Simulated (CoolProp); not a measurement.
Vapour-liquid equilibrium of o-xylene (1) + n-nonane (2) at 0.0109 MPa; x and y are mole fractions of (1).

Model: multi-fluid Helmholtz-energy mixture model, Zhou 2012 and Lemmon 2006; pair parameters Bell 2016, in CoolProp.

```csv
x,bubble temperature (°C),y at the bubble point,dew temperature at overall composition x (°C),liquid density (mol/L)
0.05,82.1,[?],82.4,5.302
0.2,[?],[?],81.0,5.608
0.35,78.8,0.436,79.6,[?]
0.5,77.7,0.573,78.3,6.308
0.65,[?],0.696,77.2,6.711
0.8,76.4,[?],[?],7.159
0.95,76.2,0.950,76.2,7.658
```

**Question.** Some entries are withheld; supply them.

**Answer.** 
- 0.05, y at the bubble point: 0.076
- 0.2, bubble temperature (°C): 80.3
- 0.2, y at the bubble point: 0.275
- 0.35, liquid density (mol/L): 5.942
- 0.65, bubble temperature (°C): 76.9
- 0.8, y at the bubble point: 0.817
- 0.8, dew temperature at overall composition x (°C): 76.5

No azeotrope shows between x = 0.05 and 0.95.

The pair parameters rest on a limited set of measurements; away from them the model extrapolates.
